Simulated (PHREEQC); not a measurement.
## Spent oxide etchant: speciation

Make-up at 5 °C: 100 mmol/kgw HF, 1 mmol/kgw H2SiF6 and 5.9 mmol/kgw HCl. Closed to the air; pH follows from the charge balance.

Model: ion-association model, phreeqc.dat, run in PHREEQC.

No solid was allowed to form.

Task: Estimate the pH, ionic strength.

Result: pH 1.83; ionic strength 0.0173 mol/kgw.

Task: In which forms is F present?

Result: HF 85 %, F- 6.2 %, SiF6-2 5.7 %, HF2- 3.5 % of the F.

Complexes and solids missing from the database can't appear. At this temperature some constants are extrapolated from 25 °C, and those without enthalpy data are left unchanged. SiF6-2 is the database's only silicon fluoride.
